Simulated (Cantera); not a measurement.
A closed system holds: 1 mol SO₂, 0.56 mol O₂, equilibrated at 133 Pa.

Cantera equilibrium calculation (NASA polynomials, part measured and part estimated; ideal gas, pure solids and liquids). Candidate condensed phases: S; 10 gas species. Kinetics and transport are ignored.

At 3423 K, list the 6 most abundant gas species with their mole fractions, and the condensed phases.

O 0.749, S 0.235, SO 0.0112, O₂ 0.00458, S₂ 0.000131, SO₂ 9.90e-5. Condensed: gas only.
